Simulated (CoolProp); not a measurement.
A simple Rankine cycle with R1233zd(E): condensing at 316.15 K, boiler at 2.76 MPa, turbine inlet 425.5 K, turbine efficiency 0.8, pump efficiency 0.7, no recuperator. Each further row changes one setting.

Values from CoolProp's reference Helmholtz-energy equation of state, Akasaka 2022.

| case | thermal efficiency (%) | net work (kJ/kg) | heat in (kJ/kg) | turbine exit temperature (K) | volume ratio over the turbine |
|---|---|---|---|---|---|
| as stated | 14.3 | 33.5 | 234 | 338.0 | 15.8 |
| turbine inlet 445.5 K | 14.7 | 38.9 | 265 | 366.7 | 13.6 |
| condensing temperature 308.15 K | 15.4 | 37.5 | 244 | 332.2 | 20.3 |
| boiler pressure 1.93 MPa | 13.2 | 33.8 | 256 | 362.7 | 8.91 |
| turbine efficiency 0.7 | 12.4 | 29.0 | 234 | 343.2 | 16.1 |
